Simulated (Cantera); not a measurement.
A closed system holds: 1 mol FeS2, 67 mol H2, 0.83 mol H2O, at 2173 K and 0.140 bar.

Cantera equilibrium calculation (NASA polynomials, part measured and part estimated; ideal gas, pure solids and liquids). Candidate condensed phases: Fe, FeO, Fe(OH)2, Fe(OH)3, FeS, FeSO4, FeS2, Fe2O3, Fe2(SO4)3, Fe3O4, H2O, H2SO4, S; 22 gas species. Rates play no part.

Base state: H2 0.938, Fe 0.0143, H 0.0125, H2O 0.0117, H2S 0.00957, SH 0.00702, S2 0.00507, S 0.00172 (mole fractions); condensed: gas only.

**Question.** What changes in the equilibrium state with this change: temperature from 2173 K to 1873.15 K?

**Answer.** 
```csv
species,before,after
H2,0.938,0.960
H2S,0.00957,0.0186
H2O,0.0117,0.0121
Fe,0.0143,0.000566
H,0.0125,0.00169
OH,2.09e-5,1.66e-6
S,0.00172,0.000212
SO,0.000110,1.73e-5
SH,0.00702,0.00314
"Fe(l), mol",0,0.961
```

**Question.** What changes in the equilibrium state with this change: H2 from 67 to 220 mol?

**Answer.** 
```tsv
species	before	after
H2	0.938	0.971
H	0.0125	0.0127
Fe	0.0143	0.00447
H2O	0.0117	0.00369
SO	0.000110	1.31e-5
S2	0.00507	0.000780
OH	2.09e-5	6.46e-6
S	0.00172	0.000674
```
